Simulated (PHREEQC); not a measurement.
A PHREEQC speciation (ion-association model, wateq4f.dat) at 25 °C gives pH 0.72 and these molalities:

```tsv
species	mol/kgw
HSO4-	0.291
H+	0.249
Zn+2	0.0897
SO4-2	0.0539
ZnSO4	0.0455
Zn(SO4)2-2	0.0148
```

Q: What are the element totals, and what could have been dissolved in 1 kg of water to give them?

A: This is not unique; one that fits is totals S(6) 0.420, Zn 0.150 mol/kgw, from 0.27 mol H2SO4 and 0.15 mol ZnSO4 per kg of water.

Precipitation was switched off in this run. Complexes and solids missing from the database can't appear.
